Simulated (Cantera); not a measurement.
An isothermal, constant-pressure homogeneous reactor starts with 78.1 % NO, 21.9 % N₂, at 1700 K and 0.316 atm.

Detailed kinetics in Cantera: GRI-Mech 3.0 (53 species, 325 reactions).

x: mole fraction; the columns are a selection and need not sum to one.

```
t (s)           x NO        x O₂         x O       x N₂O        x N₂
--------  ----------  ----------  ----------  ----------  ----------
2.00e-5        0.781    2.24e-10     3.12e-7     3.50e-7       0.219
6.44e-5        0.781  (withheld)  (withheld)  (withheld)       0.219
0.000207       0.781     1.57e-8     1.40e-6     3.60e-6       0.219
0.000668       0.781     1.12e-7     1.76e-6     1.14e-5       0.219
0.00215        0.781     1.07e-6     2.54e-6     3.48e-5       0.219
0.00692        0.781     1.57e-5     4.63e-6     9.44e-5       0.219
0.0223         0.780    0.000190     7.18e-6    0.000188       0.219
0.0718         0.779     0.00104     8.08e-6    0.000228       0.220
0.231          0.773     0.00384     9.18e-6    0.000225       0.223
0.744          0.755      0.0127     1.19e-5    0.000214       0.232
2.40           0.702      0.0390     1.76e-5    0.000182       0.258
7.72           0.569       0.105     2.70e-5    0.000117       0.325
24.8           0.340       0.220     3.78e-5     4.06e-5       0.439
80.0      (withheld)  (withheld)  (withheld)  (withheld)  (withheld)
```

Task: Fill in the missing entries.

Result: 
- 6.44e-5, x O₂: 2.03e-9
- 6.44e-5, x O: 7.93e-7
- 6.44e-5, x N₂O: 1.12e-6
- 80.0, x NO: 0.126
- 80.0, x O₂: 0.327
- 80.0, x O: 4.57e-5
- 80.0, x N₂O: 5.58e-6
- 80.0, x N₂: 0.546
